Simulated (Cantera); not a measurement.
## Silicon carbide growth: SiH₄ + CH₄ + H₂ + C₃H₈

A closed system holds: 1 mol SiH₄, 0.47 mol CH₄, 24 mol H₂, 0.24 mol C₃H₈, at 0.00150 bar.

Equilibrium computed with Cantera from the NASA thermochemical tables; the gas is ideal and each condensed phase is pure. Candidate condensed phases: C, C₆H₆, C₇H₈, C₈H₁₈, Si, SiC; 87 gas species. Gases not in the tables: Si₂H₆ and higher silanes. The numbers say what is thermodynamically allowed, not how fast it happens.

From 1725 °C to 1875 °C the condensed part is C(graphite) + SiC(s). From 1950 °C to 2250 °C the condensed part is C(graphite). The main Si-bearing gas is Si throughout.

| T (°C) | x H₂ | x H | x Si | x C₂H₂ (acetylene) | x SiC₂ | x Si₂C | x C₃ | x C₂H | n C(graphite) | n SiC(s) |
|---|---|---|---|---|---|---|---|---|---|---|
| 1725 | 0.957 | 0.0405 | 0.00154 | 0.000726 | 6.33e-5 | 4.19e-5 | 1.76e-8 | 5.71e-7 | 0.193 | 0.950 |
| 1800 | 0.928 | 0.0654 | 0.00473 | 0.00114 | 0.000272 | 0.000174 | 1.05e-7 | 1.91e-6 | 0.262 | 0.841 |
| 1875 | 0.882 | 0.101 | 0.0134 | 0.00169 | 0.00105 | 0.000654 | 5.47e-7 | 5.78e-6 | 0.485 | 0.521 |
| 1950 | 0.817 | 0.150 | 0.0263 | 0.00237 | 0.00276 | 0.00125 | 2.55e-6 | 1.60e-5 | 0.829 | 0 |
| 2025 | 0.752 | 0.214 | 0.0258 | 0.00322 | 0.00353 | 0.000616 | 1.07e-5 | 4.12e-5 | 0.728 | 0 |
| 2100 | 0.671 | 0.295 | 0.0243 | 0.00413 | 0.00429 | 0.000295 | 4.12e-5 | 9.82e-5 | 0.596 | 0 |
| 2175 | 0.577 | 0.390 | 0.0224 | 0.00499 | 0.00498 | 0.000139 | 0.000145 | 0.000217 | 0.432 | 0 |
| 2250 | 0.473 | 0.494 | 0.0202 | 0.00564 | 0.00558 | 6.50e-5 | 0.000472 | 0.000443 | 0.222 | 0 |
x: gas mole fraction; n: condensed amount in mol.
